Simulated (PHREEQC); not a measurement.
A solution holds 0.0046 mol/kgw CuCl2 and 0.18 mol/kgw KCl, at 20 °C. Closed to the air; pH follows from the charge balance.

Computed with PHREEQC (ion-association model, wateq4f.dat).

This is a speciation only: nothing precipitates in the calculation.

**Question.** Order these Cu species by the share of Cu that they hold, largest first: CuCl2, CuCl+, Cu+2, Cu2(OH)2+2.

**Answer.** Cu+2 (88 %), CuCl+ (11 %), CuCl2 (0.55 %), Cu2(OH)2+2 (0.12 %)

The pH is 5.14 and the ionic strength 0.193 mol/kgw. The solution is supersaturated, for example in Atacamite, so a real one may precipitate; this is no full list. Species that the database lacks are ignored.
